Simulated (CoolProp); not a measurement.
Vapour-liquid equilibrium of R143a (1) + isobutene (2) at 0.0247 MPa; x and y are mole fractions of (1).

Computed with CoolProp (multi-fluid Helmholtz-energy mixture model, Lemmon and Jacobsen 2000 and Lemmon 2005; pair parameters Bell 2016).

Problem. Give the bubble temperature and the first vapour's composition at x = 0.2, 0.275, 0.875. Is there an azeotrope?

Solution. x = 0.2: 208.8 K, y = 0.819; x = 0.275: 206.6 K, y = 0.851; x = 0.875: 201.1 K, y = 0.954. No azeotrope shows between x = 0.05 and 0.95.

The pair parameters rest on a limited set of measurements; away from them the model extrapolates. With so large a gap from Raoult's law the liquid may split in two, which this calculation doesn't test in full.
